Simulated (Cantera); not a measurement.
Equilibrium for boron, boron nitride and boron oxide: B₂H₆ + H₂O + N₂

Charge: 1 mol B₂H₆, 0.084 mol H₂O, 0.23 mol N₂, held at 28.0 mbar.

Method: chemical equilibrium by Gibbs-energy minimisation in Cantera with the NASA 1993 tables (ideal gas, pure condensed phases). Candidate condensed phases: B, BN, B₂O₃, B₃O₃H₃, H₂O; 39 gas species. The feed counts by its element totals alone. N₂ is the only nitrogen source here; it is nearly inert below about 1500 K, so the nitride shown seldom forms there in practice. Mutual solubility and eutectic melting of coexisting phases are not modelled. The tables' values for BH₂ are old estimates; treat these amounts as uncertain. Rates play no part.

At 1450 K the condensed part is B(s) + BN(s) + B₂O₃(l). From 1550 K to 2150 K the condensed part is B(s) + BN(s). At 2250 K the condensed part is B(s). At 2350 K the condensed part is B(l). The main B-bearing gas is HBO throughout. The share of B in condensed phases is highest at 1450 K (97.1 %) and lowest at 2350 K (95.2 %).

| T (K) | x H₂ | x H | x N₂ | x HBO | x BO | x B₂O₂ | n B(s) | n BN(s) | n B₂O₃(l) | n B(l) |
|---|---|---|---|---|---|---|---|---|---|---|
| 1450 | 0.985 | 5.61e-5 | 4.89e-8 | 0.0121 | 1.94e-5 | 0.00128 | 1.47 | 0.460 | 0.00788 | 0 |
| 1550 | 0.977 | 0.000186 | 7.08e-7 | 0.0195 | 9.03e-5 | 0.00255 | 1.46 | 0.460 | 0 | 0 |
| 1650 | 0.975 | 0.000536 | 7.38e-6 | 0.0211 | 0.000247 | 0.00235 | 1.46 | 0.460 | 0 | 0 |
| 1750 | 0.974 | 0.00137 | 5.88e-5 | 0.0218 | 0.000579 | 0.00204 | 1.46 | 0.460 | 0 | 0 |
| 1850 | 0.971 | 0.00317 | 0.000373 | 0.0219 | 0.00121 | 0.00172 | 1.46 | 0.458 | 0 | 0 |
| 1950 | 0.966 | 0.00673 | 0.00195 | 0.0215 | 0.00228 | 0.00140 | 1.47 | 0.448 | 0 | 0 |
| 2050 | 0.952 | 0.0132 | 0.00870 | 0.0202 | 0.00389 | 0.00109 | 1.51 | 0.405 | 0 | 0 |
| 2150 | 0.916 | 0.0241 | 0.0337 | 0.0179 | 0.00597 | 0.000772 | 1.67 | 0.239 | 0 | 0 |
| 2250 | 0.866 | 0.0413 | 0.0668 | 0.0149 | 0.00828 | 0.000500 | 1.91 | 0 | 0 | 0 |
| 2350 | 0.839 | 0.0683 | 0.0658 | 0.0123 | 0.0108 | 0.000314 | 0 | 0 | 0 | 1.90 |
x: gas mole fraction; n: condensed amount in mol.
